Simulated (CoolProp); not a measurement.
Properties of R123 at several states (Tc = 183.7 °C, pc = 36.62 bar, ω = 0.282).

The numbers come from the reference Helmholtz-energy equation of state, Younglove 1994 in CoolProp. It is a modified Benedict-Webb-Rubin equation, recast in Helmholtz form.

```csv
T (°C),p (bar),phase,Z,cp (kJ/(kg K)),cv (kJ/(kg K)),speed of sound (m/s),viscosity (µPa s),Prandtl number
173.85,9.9,gas,0.8913,0.8824,0.7884,146.3,15.9,0.749
76.95,2.15,gas,0.9463,0.7610,0.6897,136.9,12.6,0.778
-67.15,0.536,liquid,0.002847,0.9279,0.6381,1079,1590,14.2
175.35,10.7,gas,0.8832,0.8890,0.7911,145.4,15.9,0.751
```

Viscosity comes from a separate model (Tanaka 1996). Thermal conductivity comes from a separate model (Laesecke 1996).
